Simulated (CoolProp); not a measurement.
Vapour-liquid equilibrium of hydrogen sulfide (1) + n-butane (2) at 264.6 K; x and y are mole fractions of (1).

Computed with CoolProp (multi-fluid Helmholtz-energy mixture model, Lemmon 2006 and Bücker 2006; pair parameters Kunz 2012).

```
x     bubble pressure, mixture model (bar)  bubble pressure, Raoult's law (bar)  y, mixture model  y, Raoult's law
----  ------------------------------------  -----------------------------------  ----------------  ---------------
0.05                                   [?]                                1.099               [?]            0.362
0.15                                 2.928                                1.822             0.767            0.656
0.25                                   [?]                                2.545             0.840            0.782
0.35                                   [?]                                3.267               [?]            0.853
0.45                                 5.463                                3.990             0.898            0.898
0.55                                   [?]                                4.713             0.915            0.930
0.65                                 6.418                                5.435               [?]            0.952
0.75                                 6.828                                6.158             0.943            0.970
0.85                                 7.244                                6.881               [?]            0.984
0.95                                 7.706                                7.604             0.983            0.995
```

Q: Some entries are withheld; supply them.

A: 
- 0.05, bubble pressure, mixture model (bar): 1.548
- 0.05, y, mixture model: 0.533
- 0.25, bubble pressure, mixture model (bar): 4.002
- 0.35, bubble pressure, mixture model (bar): 4.825
- 0.35, y, mixture model: 0.876
- 0.55, bubble pressure, mixture model (bar): 5.977
- 0.65, y, mixture model: 0.929
- 0.85, y, mixture model: 0.959

The largest gap from Raoult's law is +60.7 % in bubble pressure, at x = 0.15. No azeotrope shows between x = 0.05 and 0.95.

Pair parameters are fitted to limited data, so mixtures are less certain than the pure fluids. With so large a gap from Raoult's law the liquid may split in two, which this calculation doesn't test in full.
